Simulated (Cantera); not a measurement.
A Cantera script and what it prints.

```python
import numpy as np
import cantera as ct

gas_names = """
    CL CL2 H HCL H2 Si SiCL SiCL2 SiCL3 SiCL4 SiH SiHCL3 SiH2 SiH2CL2 SiH3 SiH3CL SiH4 Si2 Si3
""".split()
cond_names = """
    Si(cr) Si(L)
""".split()


# ... load() reads the species with a 1 bar reference pressure and builds the phases ...
atoms = {
    'Si2Cl6': {'Si': 2, 'CL': 6},
    'HCl': {'H': 1, 'CL': 1},
    'H2': {'H': 2},
}
top_T = {}  # K; cautious upper limits of use, not melting points


# ... equilibrate(T, P, feed) seeds the gas with the atoms and calls Mixture.equilibrate('TP', solver="vcs", rtol=1e-11, max_steps=5000) ...
results = []
feed = {'Si2Cl6': 1, 'HCl': 0.37, 'H2': 98}  # mol
T = 1498  # K
P = 130  # Pa
mix = equilibrate(T, P, feed)
results.append((T, P, feed, dict(zip(mix.species_names, mix.species_moles))))
print(gas.report(threshold=1e-05))
for i in range(1, mix.n_phases):
    print(f"{mix.phase(i).name:16s} {mix.phase_moles(i):12.5e} mol")
```

It prints:

```
       temperature   1498 K
          pressure   130 Pa
           density   4.5876e-05 kg/m^3
  mean mol. weight   4.3953 kg/kmol
   phase of matter   gas

                          1 kg             1 kmol
                     ---------------   ---------------
          enthalpy        7.0514e+06        3.0993e+07  J
   internal energy        4.2177e+06        1.8538e+07  J
           entropy             54669        2.4029e+05  J/K
    Gibbs function       -7.4843e+07       -3.2896e+08  J
 heat capacity c_p            7421.8             32621  J/K
 heat capacity c_v            5530.1             24307  J/K

                      mass frac. Y      mole frac. X     chem. pot. / RT
                     ---------------   ---------------   ---------------
                CL        0.00015126        1.8754e-05           -29.854
                 H        0.00010622        0.00046317           -12.651
               HCL           0.39333          0.047419           -42.505
                H2           0.43317           0.94441           -25.301
              SiCL        0.00014572        1.0081e-05           -34.436
             SiCL2           0.17193         0.0076344            -64.29
             SiCL3         0.0010365        3.3889e-05           -94.143
     [  +12 minor]        0.00012143        1.1801e-05

Si(cr)            1.22026e+00 mol
```

These are equilibrium values from Cantera (NASA tables, ideal gas, pure condensed phases), not measurements of a reactor. The feed counts by its element totals alone. The tables' values for SiCl3, SiCl are old estimates; treat these amounts as uncertain.
